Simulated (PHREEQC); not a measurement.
Dissolve 2.64 mol/kgw CaCl2, 0.015 mol/kgw K2SO4 and 3e-05 mol/kgw H4SiO4 at 74 °C. It is in equilibrium with CO2 at log p = -3.4 (atm). Otherwise closed; pH follows from the charge balance.

Model: Pitzer model, pitzer.dat, run in PHREEQC.

This is a speciation only: nothing precipitates in the calculation.

Order these C species by the share of C that they hold, largest first: CO3-2, HCO3-, CO2.

CO2 (94 %), HCO3- (4.9 %), CO3-2 (0.81 %)

The pH is 5.08 and the ionic strength 7.96 mol/kgw. Complexes and solids missing from the database can't appear. In brines, pH and single-ion activities rest on the MacInnes convention. At this temperature some constants are extrapolated from 25 °C, and those without enthalpy data are left unchanged.
